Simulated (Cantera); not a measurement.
A freely propagating, adiabatic, planar premixed flame of 11.2 % CH3OH, 24.7 % O2, 64.1 % N2, unburnt at 550 K and 1.01 bar; unity-Lewis-number transport, grid criteria slope 0.08 and curve 0.16, no radiation.

Detailed kinetics in Cantera: GRI-Mech 3.0 (53 species, 325 reactions). GRI-Mech 3.0 was tuned for natural gas; its chemistry of methanol as a main component is partial and can be far from experiment. Unity Lewis numbers drop preferential diffusion, which matters most where H2 and H carry the flame. Burning velocities carry a grid error of a few per cent, more on coarse grids.

x: mole fraction of selected species; z is measured from the peak of heat release.

```tsv
z (mm)	T (K)	u (m/s)	x CH3OH	x O2	x C2H	x H2O	x O	x HCN
-0.970	551	0.820	0.112	0.247	<1e-8	9.64e-5	<1e-8	<1e-8
-0.646	557	0.829	0.111	0.246	<1e-8	0.000914	<1e-8	<1e-8
-0.485	573	0.855	0.110	0.245	<1e-8	0.00313	<1e-8	<1e-8
-0.323	…	0.986	0.102	0.236	<1e-8	0.0146	<1e-8	<1e-8
-0.162	…	1.57	0.0685	0.196	<1e-8	0.0660	1.16e-8	1.31e-8
-0.0808	…	2.19	0.0343	0.156	<1e-8	0.119	7.52e-6	2.37e-8
0	1776	2.89	0.00316	0.112	<1e-8	0.174	0.00139	3.69e-8
0.0808	1904	3.10	8.80e-6	0.0922	<1e-8	0.187	0.00661	2.13e-8
0.162	1964	3.18	1.77e-8	0.0859	<1e-8	0.188	0.00771	<1e-8
0.323	2050	3.30	<1e-8	0.0812	<1e-8	0.190	0.00686	<1e-8
0.646	2144	3.43	<1e-8	0.0782	<1e-8	0.195	0.00471	<1e-8
1.29	2224	3.53	<1e-8	0.0763	<1e-8	0.201	0.00271	<1e-8
2.59	2271	3.59	<1e-8	0.0753	<1e-8	0.204	0.00165	<1e-8
```

**Question.** What belongs in the gaps?

**Answer.** 
- -0.323, T (K): 657
- -0.162, T (K): 1019
- -0.0808, T (K): 1382
